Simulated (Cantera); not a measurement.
# Stirred combustor or abatement burner

A perfectly stirred reactor is fed with H2 : O2 : N2 = 1 : 0.333 : 1.25 (molar parts), at 390000 Pa; it is adiabatic with a 700 K inlet, and is followed from long to short residence time, starting on the burning branch (τ in s: 0.2, 0.063, 0.019, 0.006, 0.0019, 0.00057, 0.00018, 5.5e-05, 1.7e-05, 5.2e-06).

Detailed kinetics in Cantera: GRI-Mech 3.0 (53 species, 325 reactions). The hydrogen kinetics of GRI-Mech 3.0 are dated; newer H2 mechanisms differ, most at raised pressure.

| τ (s) | T (K) | x H2 | x O2 | x OH | x H | x NO | x H2O2 |
|---|---|---|---|---|---|---|---|
| 0.20 | 2542 | 0.147 | 5.62e-5 | 0.00255 | 0.00592 | 0.000332 | 3.31e-8 |
| 0.063 | 2541 | 0.147 | 6.06e-5 | 0.00259 | 0.00600 | 0.000327 | 3.42e-8 |
| 0.019 | 2539 | 0.146 | 7.49e-5 | 0.00269 | 0.00626 | 0.000312 | 3.76e-8 |
| 0.0060 | 2532 | 0.146 | 0.000115 | 0.00298 | 0.00699 | 0.000275 | 4.77e-8 |
| 0.0019 | 2515 | 0.146 | 0.000222 | 0.00371 | 0.00887 | 0.000214 | 7.50e-8 |
| 0.00057 | 2476 | 0.144 | 0.000494 | 0.00527 | 0.0132 | 0.000148 | 1.40e-7 |
| 0.00018 | 2404 | 0.143 | 0.00110 | 0.00757 | 0.0208 | 0.000101 | 2.51e-7 |
| 5.5e-5 | 2284 | 0.140 | 0.00247 | 0.0103 | 0.0332 | 6.95e-5 | 4.37e-7 |
| 1.7e-5 | 2110 | 0.137 | 0.00527 | 0.0119 | 0.0506 | 4.88e-5 | 8.11e-7 |
| 5.2e-6 | 1883 | 0.139 | 0.0116 | 0.0111 | 0.0702 | 2.80e-5 | 1.79e-6 |
x: mole fraction; the columns are a selection and need not sum to one.
